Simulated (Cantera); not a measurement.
Input: 1 mol Pb, 0.0043 mol O2, 230 mol H2, equilibrated at 1075 K and 0.100 bar.

Equilibrium computed with Cantera from the NASA thermochemical tables; the gas is ideal and each condensed phase is pure. Candidate condensed phases: H2O, Pb, PbO, PbO2, Pb3O4; 12 gas species. Equilibrium is a limit: real reactors are often held back by kinetics, nucleation or transport.

### Question
What is the equilibrium state?

### Answer
```json
{
  "x(H2)": "0.999",
  "x(Pb)": "0.000759",
  "x(H2O)": "3.74e-5",
  "n(Pb(l))": "0.825 mol",
  "gas_amount": "230.2 mol",
  "log10 activity of PbO2(s) (absent)": "-24.05"
}
```
